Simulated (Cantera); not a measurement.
An isothermal, constant-pressure homogeneous reactor starts with H2 : O2 : N2 = 1.6 : 1 : 8.3 (molar parts), at 1400 K and 0.140 bar.

Detailed kinetics in Cantera: GRI-Mech 3.0 (53 species, 325 reactions). The temperature is held fixed by assumption; the heat of reaction is taken as removed at once.

One state of this run: x H2 = 0.0191; x O2 = 0.0328; x OH = 0.00535; x H2O2 = 4.03e-7; x NO2 = 2.05e-10; x NO = 1.20e-5; x H = 0.0480. x: mole fraction; the columns are a selection and need not sum to one.

Which value of t (s) does it belong to?
A) 0.000818
B) 0.000100
C) 10.5
D) 0.157

A, 0.000818
